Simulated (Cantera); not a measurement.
CF4 + H2 (fluorocarbon and chlorocarbon gases)

Feed: 1 mol CF4, a varied amount of H2, held at 2375 K and 0.100 bar.

Equilibrium computed with Cantera from the NASA thermochemical tables; the gas is ideal and each condensed phase is pure. Candidate condensed phases: C, C6H6, C7H8, C8H18; 95 gas species. Gases not in the tables: C2F6 and larger saturated fluorocarbons. Equilibrium is a limit: real reactors are often held back by kinetics, nucleation or transport.

| n(H2) (mol) | x HF | x H2 | x CF2 | x CF4 | x F | x H | x CF3 | n C(graphite) |
|---|---|---|---|---|---|---|---|---|
| 0.81 | 0.627 | 2.96e-7 | 0.165 | 0.121 | 0.0762 | 2.43e-5 | 0.00890 | 0.231 |
| 1.2 | 0.768 | 6.70e-7 | 0.110 | 0.0536 | 0.0621 | 3.65e-5 | 0.00482 | 0.470 |
| 1.6 | 0.882 | 1.72e-6 | 0.0565 | 0.0142 | 0.0445 | 5.84e-5 | 0.00178 | 0.733 |
| 2 | 0.995 | 0.000762 | 0.000162 | 1.17e-7 | 0.00239 | 0.00123 | 2.74e-7 | 0.999 |
| 2.4 | 0.903 | 0.0835 | 1.22e-6 | 6.59e-12 | 0.000207 | 0.0129 | 1.78e-10 | 0.995 |
| 2.8 | 0.826 | 0.155 | 5.47e-7 | 1.33e-12 | 0.000139 | 0.0176 | 5.36e-11 | 0.990 |
| 3.1 | 0.776 | 0.202 | 3.72e-7 | <1e-12 | 0.000114 | 0.0201 | 3.00e-11 | 0.987 |
| 3.5 | 0.719 | 0.257 | 2.51e-7 | <1e-12 | 9.39e-5 | 0.0226 | 1.67e-11 | 0.982 |
| 3.9 | 0.670 | 0.304 | 1.84e-7 | <1e-12 | 8.04e-5 | 0.0246 | 1.05e-11 | 0.977 |
| 4.3 | 0.627 | 0.345 | 1.42e-7 | <1e-12 | 7.06e-5 | 0.0262 | 7.08e-12 | 0.972 |
| 4.7 | 0.589 | 0.381 | 1.13e-7 | <1e-12 | 6.31e-5 | 0.0275 | 5.06e-12 | 0.967 |
| 5.1 | 0.555 | 0.413 | 9.31e-8 | <1e-12 | 5.71e-5 | 0.0287 | 3.76e-12 | 0.963 |
x: gas mole fraction; n: condensed amount in mol.

From 0.81 mol H2 to 5.1 mol H2 the condensed part is C(graphite). The main C-bearing gas is CF2 at 0.81 mol H2 and C2H2 (acetylene) at 5.1 mol H2. The share of C in condensed phases is highest at 2 mol H2 (99.9 %) and lowest at 0.81 mol H2 (23.1 %).
